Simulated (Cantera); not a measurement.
Input: 1 mol Al, 0.46 mol Cl2, equilibrated at 650 °C and 1.00 Torr.

Cantera equilibrium calculation (NASA polynomials, part measured and part estimated; ideal gas, pure solids and liquids). Candidate condensed phases: Al, AlCl3; 8 gas species. The tables' values for AlCl2 are old estimates; treat these amounts as uncertain. Kinetics and transport are ignored.

Base state: AlCl3 0.867, AlCl 0.114, AlCl2 0.0186, Al2Cl6 0.000319 (mole fractions); condensed: Al(s).

Problem. What changes in the equilibrium state with this change: Cl2 from 0.46 to 4.3 mol?

Solution. 
| species | before | after |
|---|---|---|
| Cl2 | <1e-9 | 0.735 |
| AlCl3 | 0.867 | 0.263 |
| Cl | <1e-9 | 0.00262 |
| AlCl | 0.114 | <1e-9 |
| AlCl2 | 0.0186 | <1e-9 |
| Al2Cl6 | 0.000319 | 2.92e-5 |
| Al(s), mol | 0.666 | 0 |

Problem. What changes in the equilibrium state with this change: 0.24 mol H2O added?

Solution. 
| species | before | after |
|---|---|---|
| AlCl3 | 0.867 | 0.484 |
| H2 | 0 | 0.410 |
| AlCl | 0.114 | 0.0935 |
| AlCl2 | 0.0186 | 0.0126 |
| HCl | 0 | 4.97e-5 |
| Al2Cl6 | 0.000319 | 9.92e-5 |
| Al(s), mol | 0.666 | 0.494 |
| Al2O3(s), mol | 0 | 0.0800 |
Condensed phases not in the tables: AlOCl. Further candidate phases: Al2O3, H2O.
